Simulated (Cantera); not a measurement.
Charge: 1 mol acetone, 2 mol H2, 0.42 mol N2, 0.2 mol H2O, at 1 atm.

These are equilibrium values from Cantera (NASA tables, ideal gas, pure condensed phases), not measurements of a reactor. Candidate condensed phases: C, C6H6, C7H8, C8H18, H2O; 136 gas species. The feed counts by its element totals alone. Kinetics and transport are ignored.

At 2375 K, list the 6 most abundant gas species with their mole fractions, and the condensed phases.

H2 0.741, CO 0.175, N2 0.0555, H 0.0121, HCN 0.0103, C2H2 (acetylene) 0.00460. Condensed: C(graphite).
